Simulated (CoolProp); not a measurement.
Methane along the isotherm 209.7 K: density (kg/m³) from the reference equation and from simpler models built on Tc = 190.6 K, pc = 45.99 bar, ω = 0.011; each cubic takes its own stable root.

Model: reference Helmholtz-energy equation of state, Setzmann 1991, in CoolProp.

```json
[
 {"p (bar)": "0.218", "phase": "gas", "reference": "0.2008"},
 {"p (bar)": "0.388", "phase": "gas", "reference": "0.3578"},
 {"p (bar)": "0.69", "phase": "gas", "reference": "0.6373"},
 {"p (bar)": "1.23", "phase": "gas", "reference": "1.139"},
 {"p (bar)": "2.18", "phase": "gas", "reference": "2.030"},
 {"p (bar)": "3.88", "phase": "gas", "reference": "3.648"},
 {"p (bar)": "6.9", "phase": "gas", "reference": "6.603"},
 {"p (bar)": "12.3", "phase": "gas", "reference": "12.17"},
 {"p (bar)": "21.8", "phase": "gas", "reference": "23.03"},
 {"p (bar)": "38.8", "phase": "gas", "reference": "47.53"},
 {"p (bar)": "69", "phase": "supercritical", "reference": "136.9"}
]
```

**Question.** How far does each simpler model (van der Waals, Soave-Redlich-Kwong) lie from the reference over these 11 states: mean and median of the absolute difference, and the worst?

**Answer.** 
- van der Waals: mean 0.6 %, median 0.1 %, worst +3.8 % at 209.7 K and 69 bar
- Soave-Redlich-Kwong: mean 0.5 %, median 0.1 %, worst -4.8 % at 209.7 K and 69 bar
